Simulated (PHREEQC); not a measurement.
A column of 0.2 m (30 cells, dispersivity 0.01 m, 300 s a shift, diffusion coefficient 3e-10 m²/s) holds 0.085 eq of the database's cation exchanger X per kg of pore water, first in equilibrium with 0.045 mol LiCl, 0.0014 mol ZnCl2, 0.024 mol MgCl2 and 1e-05 mol HCl per kg of water. It is flushed with 0.0013 mol/kgw BaCl2, 0.0045 mol/kgw CdCl2, 0.022 mol/kgw NaCl and 1e-05 mol/kgw HCl, at 40 °C. Values are for the last cell. The system is closed to CO2. Precipitation was switched off in this run.

Base run: PHREEQC, ion-association model, phreeqc.dat. Each further column changes one thing. The table gives Cd in solution (mol/kgw).

```csv
pore volumes,base,exchange capacity from 0.085 to 0.043 eq/kgw,dispersivity from 0.01 to 0.02 m
0,0,0,0
0.55,2.98e-6,…,3.55e-5
1.35,7.33e-5,0.000412,0.000265
2.15,0.000231,0.00107,0.000517
2.683,0.000489,0.00174,0.000809
3.217,0.000845,0.00239,0.00116
4.017,0.00145,0.00320,0.00171
4.817,0.00204,0.00381,0.00222
5.35,0.00240,…,0.00253
5.883,0.00272,…,0.00281
6.683,0.00315,0.00461,0.00318
7.483,0.00351,0.00474,0.00349
8.017,0.00373,0.00476,0.00367
```

Question: What belongs in the gaps?

Answer: 
- 0.55, exchange capacity from 0.085 to 0.043 eq/kgw: 1.94e-5
- 5.35, exchange capacity from 0.085 to 0.043 eq/kgw: 0.00412
- 5.883, exchange capacity from 0.085 to 0.043 eq/kgw: 0.00436

Constants without temperature data keep their 25 °C values here.
